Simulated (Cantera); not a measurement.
# HMDSO + O2 (silicon oxide and oxynitride deposition)

Charge: 1 mol HMDSO, a varied amount of O2, at 1000 K and 5.40 Pa.

Equilibrium computed with Cantera from the NASA thermochemical tables; the gas is ideal and each condensed phase is pure. Candidate condensed phases: C, C6H6, C7H8, C8H18, H2O, Si, SiC, SiO2; 123 gas species. The feed counts by its element totals alone. The numbers say what is thermodynamically allowed, not how fast it happens.

| n(O2) (mol) | x H2 | x H2O | x CO2 | x CO | x O2 | n C(graphite) | n SiC(s) | n SiO2(β-quartz) |
|---|---|---|---|---|---|---|---|---|
| 0.11 | 0.998 | 4.92e-8 | 1.64e-10 | 0.00231 | <1e-12 | 4.58 | 1.40 | 0.600 |
| 0.25 | 0.998 | 4.92e-8 | 1.64e-10 | 0.00231 | <1e-12 | 4.72 | 1.26 | 0.740 |
| 0.56 | 0.998 | 4.92e-8 | 1.64e-10 | 0.00231 | <1e-12 | 5.03 | 0.950 | 1.05 |
| 1.2 | 0.998 | 4.92e-8 | 1.64e-10 | 0.00231 | <1e-12 | 5.67 | 0.310 | 1.69 |
| 2.7 | 0.789 | 3.55e-6 | 1.36e-6 | 0.211 | <1e-12 | 3.60 | 0 | 2.00 |
| 6 | 0.494 | 0.106 | 0.0941 | 0.306 | <1e-12 | 0 | 0 | 2.00 |
| 13 | 2.68e-8 | 0.562 | 0.375 | 1.24e-8 | 0.0625 | 0 | 0 | 2.00 |
x: gas mole fraction; n: condensed amount in mol.

From 0.11 mol O2 to 1.2 mol O2 the condensed part is C(graphite) + SiC(s) + SiO2(β-quartz). At 2.7 mol O2 the condensed part is C(graphite) + SiO2(β-quartz). From 6 mol O2 to 13 mol O2 the condensed part is SiO2(β-quartz).
